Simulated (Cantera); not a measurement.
Input (Python, Cantera):

```python
import numpy as np
import cantera as ct

gas = ct.Solution("gri30.yaml")


def delay(T, t_max=10):
    gas.TPX = T, 1400000, {'C3H8': 1, 'O2': 5.49, 'N2': 15.4, 'H2O': 1.9}
    reactor = ct.IdealGasReactor(gas, clone=False)
    net = ct.ReactorNet([reactor])
    net.rtol, net.atol = 1e-8, 1e-16
    while net.time < t_max:
        t_old, T_old = net.time, reactor.T
        net.step()
        if reactor.T > T + 400:  # ignition: a rise of 400 K
            return t_old + (T + 400 - T_old) / (reactor.T - T_old) * (net.time - t_old)
    return np.nan


taus = []
for T in [1000, 1075, 1150, 1225, 1300, 1375, 1450, 1525]:
    taus.append(delay(T))
    print(f"T0 = {T:6g} K   tau = {taus[-1]:.4e} s")
```

Output:

```
T0 =   1000 K   tau = 3.8833e-02 s
T0 =   1075 K   tau = 9.3242e-03 s
T0 =   1150 K   tau = 2.4122e-03 s
T0 =   1225 K   tau = 6.6031e-04 s
T0 =   1300 K   tau = 1.9477e-04 s
T0 =   1375 K   tau = 6.4003e-05 s
T0 =   1450 K   tau = 2.4020e-05 s
T0 =   1525 K   tau = 1.0360e-05 s
```

Detailed kinetics in Cantera: GRI-Mech 3.0 (53 species, 325 reactions). GRI-Mech 3.0 was tuned for natural gas; its chemistry of propane as a main component is partial and can be far from experiment. The pressure lies above the range GRI-Mech 3.0 was tuned for (to about 10 atm).
